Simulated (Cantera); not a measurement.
Source: NASA polynomial tables (part measured, part estimated), evaluated in Cantera. Values are per mole of reaction as written; species without (g) are pure solids or liquids, kept so even where they would boil at 1 bar.

2 NH3(g) + 10 V2O4 → 2 NO2(g) + 10 V2O3 + 3 H2O2(g)

| T (K) | ΔH° (kJ) | ΔS° (J/K) | ΔG° (kJ) | log10 K |
|---|---|---|---|---|
| 975 | [?] | [?] | [?] | [?] |
| 1000 | 1715.5 | 434.9 | 1280.6 | -66.89 |
| 1025 | 1714.3 | 433.8 | 1269.8 | -64.71 |
| 1050 | 1713.2 | 432.7 | 1258.9 | -62.63 |
| 1075 | 1712.2 | 431.7 | 1248.1 | -60.65 |
| 1100 | [?] | [?] | [?] | [?] |
| 1125 | 1710.2 | 429.8 | 1226.6 | -56.95 |
| 1150 | 1709.2 | 429.0 | 1215.8 | -55.22 |

Problem. Fill in the missing entries.

Solution. 
- 975, ΔH° (kJ): 1716.7
- 975, ΔS° (J/K): 436.1
- 975, ΔG° (kJ): 1291.5
- 975, log10 K: -69.19
- 1100, ΔH° (kJ): 1711.1
- 1100, ΔS° (J/K): 430.7
- 1100, ΔG° (kJ): 1237.3
- 1100, log10 K: -58.76
